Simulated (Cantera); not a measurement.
A closed system holds: 1 mol C2F6, 7.8 mol H2, held at 0.000510 bar.

These are equilibrium values from Cantera (NASA tables, ideal gas, pure condensed phases), not measurements of a reactor. Candidate condensed phases: C, C6H6, C7H8, C8H18; 95 gas species. The feed counts by its element totals alone. Equilibrium is a limit: real reactors are often held back by kinetics, nucleation or transport.

Problem. At 1675 K, list the 4 most abundant gas species with their mole fractions, and the condensed phases.

Solution. HF 0.555, H2 0.442, H 0.00342, C2H2 (acetylene) 2.57e-5. Condensed: C(graphite).
